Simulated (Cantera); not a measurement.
A closed system holds: 1 mol SiHCl3, 0.0038 mol C3H8, 5.9 mol H2, equilibrated at 1.00 bar.

Cantera equilibrium calculation (NASA polynomials, part measured and part estimated; ideal gas, pure solids and liquids). Candidate condensed phases: C, C6H6, C7H8, C8H18, Si, SiC; 109 gas species. Mutual solubility and eutectic melting of coexisting phases are not modelled. Gases not in the tables: Si2H6 and higher silanes. Rates play no part.

Question: What share of the Si ends up in condensed phases as a function of T (°C), at 1325, 1425, 1525, 1625, 1725, 1825, 1925, 2025?

Answer: 
| T (°C) | Si condensed (%) | as |
|---|---|---|
| 1325 | 15.6 | Si(s) + SiC(s) |
| 1425 | 12.7 | Si(l) + SiC(s) |
| 1525 | 14.6 | Si(l) + SiC(s) |
| 1625 | 17.0 | Si(l) + SiC(s) |
| 1725 | 19.4 | Si(l) + SiC(s) |
| 1825 | 21.6 | Si(l) + SiC(s) |
| 1925 | 23.5 | Si(l) + SiC(s) |
| 2025 | 24.7 | Si(l) + SiC(s) |
